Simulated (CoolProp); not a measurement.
The fluid at 298.15 K and 0.151 MPa is throttled through a valve to 0.102 MPa with no heat exchange. The same conditions are run with several fluids, on thermodynamics alone (safety and materials aside).

The numbers come from the reference Helmholtz-energy equation of state of each fluid (toluene: Lemmon 2006; ethylbenzene: Zhou 2012; cyclohexane: Zhou 2014; n-perfluorohexane: Gao 2022; benzene: Thol 2012) in CoolProp.

```
fluid              final density (kg/m³)
-----------------  ---------------------
toluene                              862
ethylbenzene                  (withheld)
cyclohexane                   (withheld)
n-perfluorohexane             (withheld)
benzene                              873
```

**Question.** Some entries are withheld; supply them.

**Answer.** 
- ethylbenzene, final density (kg/m³): 863
- cyclohexane, final density (kg/m³): 774
- n-perfluorohexane, final density (kg/m³): 1680
